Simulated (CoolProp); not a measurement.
The fluoroketone C6F12O (FK-5-1-12) along the isobar 3.77 bar: Z from the reference equation and from simpler models built on Tc = 441.8 K, pc = 18.69 bar, ω = 0.471; each cubic takes its own stable root.

Model: reference Helmholtz-energy equation of state, McLinden 2015, in CoolProp.

```csv
T (K),phase,reference
245.3,liquid,0.03331
270.8,liquid,0.03144
296.2,liquid,0.03006
321.7,liquid,0.02911
347.2,liquid,0.02861
372.6,gas,0.8492
398.1,gas,0.8871
423.6,gas,0.9128
449.1,gas,0.9311
474.5,gas,0.9447
500,gas,0.9551
```

Task: How far does each simpler model (Redlich-Kwong, Soave-Redlich-Kwong, Peng-Robinson) lie from the reference over these 11 states: mean and median of the absolute difference, and the worst?

Result: 
- Redlich-Kwong: mean 266.3 %, median 3.3 %, worst +2855.3 % at 347.2 K and 3.77 bar
- Soave-Redlich-Kwong: mean 4.7 %, median 1.2 %, worst +10.6 % at 347.2 K and 3.77 bar
- Peng-Robinson: mean 1.5 %, median 0.6 %, worst -3.2 % at 296.2 K and 3.77 bar

At some of these states Redlich-Kwong gives the other phase, because its saturation line lies elsewhere.
